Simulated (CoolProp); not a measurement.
Saturated liquid density (kg/m³) of water: the reference equation beside estimates from Tc = 373.9 °C, pc = 220.6 bar, ω = 0.344. Rackett uses Z = 0.29056 − 0.08775 ω.

Model: reference Helmholtz-energy equation of state, Wagner 2002, in CoolProp.

| T (°C) | reference | Rackett | van der Waals | Redlich-Kwong | Peng-Robinson |
|---|---|---|---|---|---|
| 123.25 | 940.5 | 792.0 | 451.5 | 663.6 | 782.6 |
| 142.35 | 924.0 | 774.0 | 441.9 | 646.9 | 766.5 |
| 161.45 | 906.0 | 755.3 | 431.9 | 629.3 | 749.1 |
| 180.45 | 886.5 | 736.1 | 421.3 | 610.7 | 730.1 |
| 199.55 | 865.2 | 715.8 | 410.1 | 590.8 | 709.3 |
| 218.55 | 842.1 | 694.7 | 398.3 | 569.6 | 686.6 |
| 237.65 | 816.7 | 672.2 | 385.6 | 546.7 | 661.3 |
| 256.65 | 788.8 | 648.3 | 371.9 | 522.1 | 633.3 |
| 275.75 | 757.7 | 622.3 | 357.0 | 495.1 | 601.6 |
| 294.75 | 722.7 | 593.8 | 340.5 | 465.5 | 565.6 |
| 313.85 | 681.9 | 561.5 | 321.7 | 432.0 | 523.5 |
| 332.95 | 632.3 | 523.2 | 299.6 | 392.9 | 472.8 |
| 351.95 | 566.7 | 473.6 | 271.7 | 344.4 | 407.9 |

Absolute difference from the reference over all 13 rows, mean and median: Rackett 17.1 and 17.3 %, van der Waals 52.6 and 52.6 %, Redlich-Kwong 33.5 and 33.1 %, Peng-Robinson 20.2 and 19.0 %.
